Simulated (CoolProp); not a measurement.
A Linde-Hampson liquefier for normal hydrogen: isothermal reversible compression at 230 K from 1 atm to 5 MPa, throttling to 1 atm, return gas leaving the recuperator 5 K below the feed. Each further row changes one setting.

Model: reference Helmholtz-energy equation of state, Leachman 2009, in CoolProp.

```
case                        compression work (kJ/kg of gas)
--------------------------  -------------------------------
as stated                                              3730
high pressure 10 MPa                                   4420
warm-end temperature 260 K                             4210
warm-end gap 10 K                                      3730
```
